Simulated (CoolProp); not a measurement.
Vapour-liquid equilibrium of R152A (1) + n-pentane (2) at 36.15 °C; x and y are mole fractions of (1).

Model: multi-fluid Helmholtz-energy mixture model, Outcalt 1996 and Thol 2019; pair parameters Bell 2016, in CoolProp.

Q: Give the bubble pressure and the first vapour's composition at x = 0.05, 0.65, 0.725. Is there an azeotrope?

A: x = 0.05: 0.2124 MPa, y = 0.524; x = 0.65: 0.6843 MPa, y = 0.890; x = 0.725: 0.7105 MPa, y = 0.903. No azeotrope shows between x = 0.05 and 0.95.

The pair parameters rest on a limited set of measurements; away from them the model extrapolates. With so large a gap from Raoult's law the liquid may split in two, which this calculation doesn't test in full.
